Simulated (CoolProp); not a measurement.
Model: reference Helmholtz-energy equation of state, Lemmon 2006, in CoolProp. It is a short technical equation, of lower accuracy than the large ones.

Problem. Give the vapour pressure (kPa), liquid density (kg/m³), vapour Z, surface tension (mN/m) of saturated C2F6 (R116) at 209.2 K.

Solution. 
```tsv
T (K)	p (kPa)	liquid density (kg/m³)	vapour Z	surface tension (mN/m)
209.2	204	1540	0.926	9.14
```

Surface tension comes from a separate correlation (Mulero 2012).
